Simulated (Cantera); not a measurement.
Input: 1 mol Al, 3.1 mol HCl, 29 mol N2, 8 mol Cl2, held at 1225 K.

Cantera equilibrium calculation (NASA polynomials, part measured and part estimated; ideal gas, pure solids and liquids). Candidate condensed phases: Al, AlCl3, AlN, NH4Cl; 20 gas species. Kinetics and transport are ignored.

Problem. At 0.00750 Torr, list the 5 most abundant gas species with their mole fractions, and the condensed phases.

Solution. N2 0.640, Cl 0.253, HCl 0.0684, AlCl3 0.0221, Cl2 0.0171. Condensed: gas only.
